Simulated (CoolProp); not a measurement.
Saturation properties of hydrogen chloride (Tc = 324.7 K, pc = 8.314 MPa, ω = 0.130).

Values from CoolProp's reference Helmholtz-energy equation of state, Thol 2018.

```
T (K)  p (MPa)  liquid density (kg/m³)  enthalpy of vaporisation (kJ/kg)  liquid cp (kJ/(kg K))  vapour Z
-----  -------  ----------------------  --------------------------------  ---------------------  --------
210.1   0.3053                    1129                               ___                  1.684    0.9380
214.2   0.3651                    1118                             413.3                  1.691    0.9302
218.4   0.4354                    1106                             407.8                  1.700    0.9216
222.5   0.5134                    1095                             402.3                  1.711    0.9127
226.7   0.6040                    1083                             396.4                  1.723    0.9029
230.8      ___                    1071                             390.4                  1.736    0.8928
235     0.8177                    1059                             384.0                  1.751    0.8817
239.1      ___                    1046                             377.6                    ___    0.8702
```

Question: Fill in the missing entries.

Answer: 
- 210.1, enthalpy of vaporisation (kJ/kg): 418.5
- 230.8, p (MPa): 0.7035
- 239.1, p (MPa): 0.9421
- 239.1, liquid cp (kJ/(kg K)): 1.768

It boils at 188.2 K under 1 atm.
